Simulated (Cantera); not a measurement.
Feed: 1 mol SO2, 1.5 mol H2, held at 120000 Torr.

Cantera equilibrium calculation (NASA polynomials, part measured and part estimated; ideal gas, pure solids and liquids). Candidate condensed phases: H2O, H2SO4, S; 19 gas species. The ideal-gas law is rough above about 30 bar. Kinetics and transport are ignored. All values below are at 2975 K.

Base state: H2O 0.485, SO2 0.169, H2 0.129, S2 0.0646, SO 0.0616, H2S 0.0412, SH 0.0277, S2O 0.00775 (mole fractions); condensed: gas only.

### Question
What changes in the equilibrium state with this change: H2 from 1.5 to 0.54 mol?

### Answer
```csv
species,before,after
SO2,0.169,0.479
H2O,0.485,0.308
SO,0.0616,0.0901
H2,0.129,0.0423
H2S,0.0412,0.0102
SH,0.0277,0.0120
S2,0.0646,0.0369
SO3,2.41e-5,0.000132
O2,0.000150,0.000563
```
